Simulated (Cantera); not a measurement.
Input: 1 mol CuO, 0.39 mol CH₄, 1 mol CO, equilibrated at 1200 Pa.

Method: chemical equilibrium by Gibbs-energy minimisation in Cantera with the NASA 1993 tables (ideal gas, pure condensed phases). Candidate condensed phases: C, C₆H₆, C₇H₈, C₈H₁₈, Cu, CuO, Cu(OH)₂, Cu₂O, H₂O; 113 gas species. Kinetics and transport are ignored. All values below are at 2548 K.

Base state: CO 0.355, Cu 0.294, H₂ 0.0906, H₂O 0.0876, H 0.0850, CO₂ 0.0542, OH 0.0180, O 0.0110 (mole fractions); condensed: gas only.

What changes in the equilibrium state with this change: CO from 1 to 0.018 mol?


```csv
species,before,after
Cu,0.294,0.417
H₂O,0.0876,0.157
CO,0.355,0.138
CO₂,0.0542,0.0318
OH,0.0180,0.0295
O,0.0110,0.0166
H₂,0.0906,0.108
H,0.0850,0.0926
O₂,0.00435,0.00984
CuO,0.000149,0.000317
```
